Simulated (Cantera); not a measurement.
Charge: 1 mol Al(CH3)3, 5.6 mol N2, 5.2 mol H2, at 135 Torr.

These are equilibrium values from Cantera (NASA tables, ideal gas, pure condensed phases), not measurements of a reactor. Candidate condensed phases: Al, AlN, C, C6H6, C7H8, C8H18; 97 gas species. The feed counts by its element totals alone. Kinetics and transport are ignored.

Question: At 752 °C, list the 4 most abundant gas species with their mole fractions, and the condensed phases.

Answer: H2 0.648, N2 0.347, CH4 0.00555, NH3 2.74e-5. Condensed: AlN(s) + C(graphite).
